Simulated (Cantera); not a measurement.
**Gas-phase reforming**

An isothermal, constant-pressure homogeneous reactor starts with CH4 : CO2 : H2 = 1 : 0.51 : 0.38 (molar parts), at 1500 K and 1.01 bar.

Cantera simulation using GRI-Mech 3.0 (53 species, 325 reactions); the numbers are that mechanism's predictions, not measurements. GRI-Mech 3.0 stops at C3 and has no aromatics, soot or wall deposition, so with more carbon than oxygen in the feed, carbon stays in small species such as C2H2 where larger ones or solid carbon would form.

```
t (s)      x CH4   x CO2   x H2   x HO2    x C2H2     x O    x C2H6
--------  ------  ------  -----  ------  --------  ------  --------
0.000800   0.529   0.270  0.201  <1e-12   4.40e-7  <1e-12  0.000156
0.00260    0.527   0.269  0.202  <1e-12   1.49e-5  <1e-12  0.000460
0.00846    0.522   0.267  0.204  <1e-12  0.000366  <1e-12  0.000682
0.0275     0.503   0.260  0.215  <1e-12   0.00412  <1e-12  0.000645
0.0894     0.448   0.237  0.248  <1e-12    0.0212  <1e-12  0.000505
0.291      0.327   0.172  0.307  <1e-12    0.0592  <1e-12  0.000285
0.946      0.165  0.0639  0.367  <1e-12     0.106  <1e-12  0.000107
3.08      0.0897  0.0249  0.424  <1e-12     0.116  <1e-12   5.78e-5
10.0      0.0856  0.0183  0.468  <1e-12    0.0890  <1e-12   5.09e-5
```
x: mole fraction; the columns are a selection and need not sum to one.

Equilibrium at this temperature and pressure: CH4 0.0698, CO2 8.16e-7, H2 0.565, HO2 <1e-12, C2H2 0.0367, O <1e-12, C2H6 2.92e-5 (gas phase only).
